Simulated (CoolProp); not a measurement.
Properties of R22 along the isobar 1.01 bar (Tc = 369.3 K, pc = 49.90 bar, ω = 0.221).

Values from CoolProp's reference Helmholtz-energy equation of state, Kamei 1995.

| T (K) | phase | speed of sound (m/s) | viscosity (µPa s) |
|---|---|---|---|
| 268.8 | gas | 172.6 | [?] |
| 275.4 | gas | [?] | [?] |
| 281.9 | gas | 176.7 | 13.0 |
| 288.5 | gas | [?] | 13.3 |
| 295 | gas | 180.6 | [?] |
| 301.6 | gas | [?] | 13.9 |
| 308.2 | gas | 184.5 | 14.3 |
| 314.7 | gas | [?] | [?] |
| 321.3 | gas | 188.3 | 14.9 |
| 327.9 | gas | 190.1 | 15.2 |
| 334.4 | gas | 191.9 | 15.5 |

Question: What belongs in the gaps?

Answer: 
- 268.8, viscosity (µPa s): 12.4
- 275.4, speed of sound (m/s): 174.7
- 275.4, viscosity (µPa s): 12.7
- 288.5, speed of sound (m/s): 178.7
- 295, viscosity (µPa s): 13.6
- 301.6, speed of sound (m/s): 182.6
- 314.7, speed of sound (m/s): 186.4
- 314.7, viscosity (µPa s): 14.6

Viscosity comes from a separate model (Bell 2016), an estimate that may be off by 10 % or more.
